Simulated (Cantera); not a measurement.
# Ignition delay

Mixture: C₂H₄ : O₂ : N₂ : CO₂ = 1 : 1.58 : 5.94 : 1.9 (molar parts), at 11.8 atm, adiabatic and at constant volume. Ignition delay is the time to a rise of 400 K.

Computed with Cantera and GRI-Mech 3.0 (53 species, 325 reactions). GRI-Mech 3.0 was tuned for natural gas; its chemistry of ethylene as a main component is partial and can be far from experiment. The pressure lies above the range GRI-Mech 3.0 was tuned for (to about 10 atm).

| T0 (K) | delay (ms) |
|---|---|
| 1250 | 0.357 |
| 1350 | 0.0422 |
| 1450 | 0.00829 |
| 1550 | 0.00334 |
| 1650 | 0.00194 |
| 1750 | 0.00132 |
| 1850 | 0.000980 |
| 1950 | 0.000763 |

```
Quantity                                               Result
--------------------------------------------------  ---------
apparent activation energy between 1750 and 1950 K  78 kJ/mol
```
